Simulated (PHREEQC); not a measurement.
# Silver or lead bath: an equilibrium model

A solution holds 0.0012 mol Pb(NO3)2 and 7.9e-05 mol NaNO3 per kg of water, at 61 °C. Closed to the air; pH follows from the charge balance.

Equilibrium calculation in PHREEQC: ion-association model, wateq4f.dat.

No solid was allowed to form.

### Question
Predict the pH.

### Answer
pH 5.37.

### Question
In which forms is N present?

### Answer
NO3- 99 %, PbNO3+ 1.3 % of the N.

Saturation is exceeded, for instance for Pb(OH)2; the values hold only as long as no solid forms. Complexes and solids missing from the database can't appear. At this temperature some constants are extrapolated from 25 °C, and those without enthalpy data are left unchanged.
